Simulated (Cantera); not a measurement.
Input: 1 mol CH3F, 2.4 mol F2, 2.4 mol H2, held at 2202 °C and 27.0 Pa.

Equilibrium computed with Cantera from the NASA thermochemical tables; the gas is ideal and each condensed phase is pure. Candidate condensed phases: C, C6H6, C7H8, C8H18; 95 gas species. Equilibrium is a limit: real reactors are often held back by kinetics, nucleation or transport.

Base state: HF 0.739, H 0.220, H2 0.0258, F 0.0123, C3 0.00124, C 0.000436, CF 0.000373, C2H2 (acetylene) 0.000251 (mole fractions); condensed: C(graphite).

Problem. What changes in the equilibrium state with this change: H2 from 2.4 to 0.26 mol?

Solution. 
```json
[
 {"species": "HF", "before": "0.739", "after": "0.600"},
 {"species": "F", "before": "0.0123", "after": "0.376"},
 {"species": "CF", "before": "0.000373", "after": "0.0114"},
 {"species": "H", "before": "0.220", "after": "0.00584"},
 {"species": "H2", "before": "0.0258", "after": "1.82e-5"},
 {"species": "C2H2 (acetylene)", "before": "0.000251", "after": "1.77e-7"},
 {"species": "CF2", "before": "5.58e-6", "after": "0.00519"},
 {"species": "C2H", "before": "0.000146", "after": "3.87e-6"},
 {"species": "C", "before": "0.000436", "after": "0.000436"},
 {"species": "C3", "before": "0.00124", "after": "0.00124"},
 {"species": "C(graphite), mol", "before": "0.957", "after": "0.878"}
]
```

Problem. What changes in the equilibrium state with this change: H2 from 2.4 to 2 mol?

Solution. 
```tsv
species	before	after
HF	0.739	0.804
H	0.220	0.161
F	0.0123	0.0183
H2	0.0258	0.0138
CF2	5.58e-6	1.23e-5
C2H2 (acetylene)	0.000251	0.000135
CF	0.000373	0.000553
C(graphite), mol	0.957	0.961
```
